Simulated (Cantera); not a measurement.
Input (Python, Cantera) and output of one run.

```python
import numpy as np
import cantera as ct

gas_names = """
    CL CL2 H HCL H2 Si SiCL SiCL2 SiCL3 SiCL4 SiH SiHCL3 SiH2 SiH2CL2 SiH3 SiH3CL SiH4 Si2 Si3
""".split()
cond_names = """
    Si(cr) Si(L)
""".split()


# ... load() reads the species with a 1 bar reference pressure and builds the phases ...
atoms = {
    'Si': {'Si': 1},
    'H2': {'H': 2},
    'HCl': {'H': 1, 'CL': 1},
}
top_T = {}  # K; cautious upper limits of use, not melting points


# ... equilibrate(T, P, feed) seeds the gas with the atoms and calls Mixture.equilibrate('TP', solver="vcs", rtol=1e-11, max_steps=5000) ...
results = []
feed = {'Si': 1, 'H2': 4.3, 'HCl': 2.2}  # mol
P = 101325  # Pa
for T in [900, 925, 950, 975, 1000, 1025, 1050, 1075, 1100, 1125, 1150, 1175, 1200]:
    mix = equilibrate(T, P, feed)
    results.append((T, P, feed, dict(zip(mix.species_names, mix.species_moles))))
    x = sorted(zip(gas.X, gas.species_names), reverse=True)
    print(f"T = {T:g} K  P = {P:g} Pa  gas = {mix.phase_moles(0):.4g} mol")
    print("   x: " + "  ".join(f"{s} {v:.3e}" for v, s in x if v > 0.0001))
    print("   condensed (mol): " + ("  ".join(f"{mix.phase(i).name} {mix.phase_moles(i):.4g}"
          for i in range(1, mix.n_phases) if mix.phase_moles(i) > 1e-12) or "none"))
```

Output:

```
T = 900 K  P = 101325 Pa  gas = 5.89 mol
   x: H2 8.925e-01  SiCL4 6.129e-02  SiHCL3 3.964e-02  HCL 3.919e-03  SiH2CL2 2.432e-03  SiCL3 1.734e-04
   condensed (mol): Si(cr) 0.3897
T = 925 K  P = 101325 Pa  gas = 5.893 mol
   x: H2 8.917e-01  SiCL4 6.121e-02  SiHCL3 3.921e-02  HCL 5.058e-03  SiH2CL2 2.467e-03  SiCL3 2.527e-04
   condensed (mol): Si(cr) 0.3918
T = 950 K  P = 101325 Pa  gas = 5.896 mol
   x: H2 8.908e-01  SiCL4 6.105e-02  SiHCL3 3.876e-02  HCL 6.435e-03  SiH2CL2 2.497e-03  SiCL3 3.605e-04
   condensed (mol): Si(cr) 0.3941
T = 975 K  P = 101325 Pa  gas = 5.899 mol
   x: H2 8.897e-01  SiCL4 6.080e-02  SiHCL3 3.828e-02  HCL 8.079e-03  SiH2CL2 2.523e-03  SiCL3 5.043e-04  SiCL2 1.184e-04
   condensed (mol): Si(cr) 0.3967
T = 1000 K  P = 101325 Pa  gas = 5.903 mol
   x: H2 8.883e-01  SiCL4 6.045e-02  SiHCL3 3.776e-02  HCL 1.002e-02  SiH2CL2 2.544e-03  SiCL3 6.924e-04  SiCL2 1.921e-04
   condensed (mol): Si(cr) 0.3998
T = 1025 K  P = 101325 Pa  gas = 5.908 mol
   x: H2 8.867e-01  SiCL4 5.998e-02  SiHCL3 3.720e-02  HCL 1.229e-02  SiH2CL2 2.561e-03  SiCL3 9.343e-04  SiCL2 3.038e-04
   condensed (mol): Si(cr) 0.4032
T = 1050 K  P = 101325 Pa  gas = 5.913 mol
   x: H2 8.848e-01  SiCL4 5.937e-02  SiHCL3 3.660e-02  HCL 1.490e-02  SiH2CL2 2.571e-03  SiCL3 1.240e-03  SiCL2 4.691e-04
   condensed (mol): Si(cr) 0.4069
T = 1075 K  P = 101325 Pa  gas = 5.92 mol
   x: H2 8.826e-01  SiCL4 5.862e-02  SiHCL3 3.593e-02  HCL 1.789e-02  SiH2CL2 2.576e-03  SiCL3 1.619e-03  SiCL2 7.083e-04
   condensed (mol): Si(cr) 0.411
T = 1100 K  P = 101325 Pa  gas = 5.928 mol
   x: H2 8.801e-01  SiCL4 5.768e-02  SiHCL3 3.520e-02  HCL 2.127e-02  SiH2CL2 2.574e-03  SiCL3 2.083e-03  SiCL2 1.047e-03
   condensed (mol): Si(cr) 0.4153
T = 1125 K  P = 101325 Pa  gas = 5.937 mol
   x: H2 8.772e-01  SiCL4 5.655e-02  SiHCL3 3.439e-02  HCL 2.506e-02  SiCL3 2.640e-03  SiH2CL2 2.565e-03  SiCL2 1.517e-03
   condensed (mol): Si(cr) 0.4199
T = 1150 K  P = 101325 Pa  gas = 5.947 mol
   x: H2 8.740e-01  SiCL4 5.521e-02  SiHCL3 3.349e-02  HCL 2.926e-02  SiCL3 3.299e-03  SiH2CL2 2.549e-03  SiCL2 2.156e-03
   condensed (mol): Si(cr) 0.4246
T = 1175 K  P = 101325 Pa  gas = 5.959 mol
   x: H2 8.704e-01  SiCL4 5.363e-02  HCL 3.388e-02  SiHCL3 3.249e-02  SiCL3 4.063e-03  SiCL2 3.008e-03  SiH2CL2 2.524e-03
   condensed (mol): Si(cr) 0.4293
T = 1200 K  P = 101325 Pa  gas = 5.973 mol
   x: H2 8.663e-01  SiCL4 5.180e-02  HCL 3.890e-02  SiHCL3 3.138e-02  SiCL3 4.934e-03  SiCL2 4.123e-03  SiH2CL2 2.489e-03
   condensed (mol): Si(cr) 0.4339
```

Method: chemical equilibrium by Gibbs-energy minimisation in Cantera with the NASA 1993 tables (ideal gas, pure condensed phases). The tables' values for SiCl3 are old estimates; treat these amounts as uncertain.
